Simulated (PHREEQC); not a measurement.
Make-up at 25 °C: 0.19 mol NaOH, 0.00038 mol Na2SO4 and 0.092 mol KBr per kg of water. Closed to the air; pH follows from the charge balance.

Equilibrium calculation in PHREEQC: ion-association model, phreeqc.dat.

No solid was allowed to form.

Q: Order these S species by the share of S that they hold, largest first: NaSO4-, KSO4-, SO4-2.

A: SO4-2 (71 %), NaSO4- (18 %), KSO4- (11 %)

The pH is 13.11 and the ionic strength 0.283 mol/kgw.
